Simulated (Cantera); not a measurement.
A counterflow diffusion flame at 0.600 bar, nozzles 20 mm apart: fuel side CO : H₂ : N₂ = 1 : 0.26 : 1.9 (molar parts) at 598 K, oxidiser side O₂ : N₂ = 0.23 : 0.77 (molar parts) at 750 K, fuel mass flux 1 times the oxidiser's; mixture-averaged transport, no radiation.

Computed with Cantera and GRI-Mech 3.0 (53 species, 325 reactions). The maximum strain rate includes the flame's own expansion and is several times the mean. A flux with no burning solution from the previous one only brackets extinction.

x: mole fraction; the columns are a selection and need not sum to one.

```json
[
 {"oxidiser flux (kg/m²/s)": "0.36", "max strain (1/s)": "343", "mean strain (1/s)": "122", "T max (K)": "1731", "peak x OH": "0.00479", "peak x H": "0.0107", "peak x NO": "3.29e-5", "peak x CO": "0.318"},
 {"oxidiser flux (kg/m²/s)": "0.55", "max strain (1/s)": "?", "mean strain (1/s)": "187", "T max (K)": "1676", "peak x OH": "0.00460", "peak x H": "0.0120", "peak x NO": "?", "peak x CO": "0.318"},
 {"oxidiser flux (kg/m²/s)": "0.84", "max strain (1/s)": "769", "mean strain (1/s)": "285", "T max (K)": "1620", "peak x OH": "0.00432", "peak x H": "0.0130", "peak x NO": "2.29e-5", "peak x CO": "0.318"},
 {"oxidiser flux (kg/m²/s)": "1.3", "max strain (1/s)": "1170", "mean strain (1/s)": "442", "T max (K)": "1555", "peak x OH": "0.00392", "peak x H": "0.0137", "peak x NO": "1.77e-5", "peak x CO": "0.318"},
 {"oxidiser flux (kg/m²/s)": "2", "max strain (1/s)": "1750", "mean strain (1/s)": "680", "T max (K)": "1479", "peak x OH": "0.00336", "peak x H": "0.0134", "peak x NO": "1.21e-5", "peak x CO": "0.318"},
 {"oxidiser flux (kg/m²/s)": "3", "max strain (1/s)": "?", "mean strain (1/s)": "1020", "T max (K)": "1385", "peak x OH": "?", "peak x H": "?", "peak x NO": "?", "peak x CO": "0.318"}
]
```

Q: Some entries are withheld; supply them.

A: 
- 0.55, max strain (1/s): 513
- 0.55, peak x NO: 2.77e-5
- 3, max strain (1/s): 2560
- 3, peak x OH: 0.00267
- 3, peak x H: 0.0117
- 3, peak x NO: 6.55e-6
